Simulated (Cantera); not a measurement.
Feed: 1 mol SiC, 0.0038 mol Si, 0.14 mol N2, 0.021 mol C, equilibrated at 2900 K and 0.0133 bar.

These are equilibrium values from Cantera (NASA tables, ideal gas, pure condensed phases), not measurements of a reactor. Candidate condensed phases: C, Si, SiC, Si3N4; 20 gas species. The tables' values for SiN are old estimates; treat these amounts as uncertain. Equilibrium is a limit: real reactors are often held back by kinetics, nucleation or transport.

Base state: Si 0.488, SiC2 0.337, N2 0.122, Si2C 0.0325, C3 0.00776, CN 0.00543, Si2 0.00225, C 0.00142 (mole fractions); condensed: C(graphite).

### Question
What changes in the equilibrium state with this change: temperature from 2900 K to 1723.15 K?

### Answer
```tsv
species	before	after
N2	0.122	1.000
Si	0.488	1.23e-6
C2N2	7.47e-5	8.90e-8
SiC2	0.337	1.12e-8
Si2C	0.0325	8.54e-9
C3	0.00776	<1e-9
Si2	0.00225	<1e-9
C	0.00142	<1e-9
SiC	0.00128	<1e-9
C(graphite), mol	0.193	0.0172
SiC(s), mol	0	1.00
```
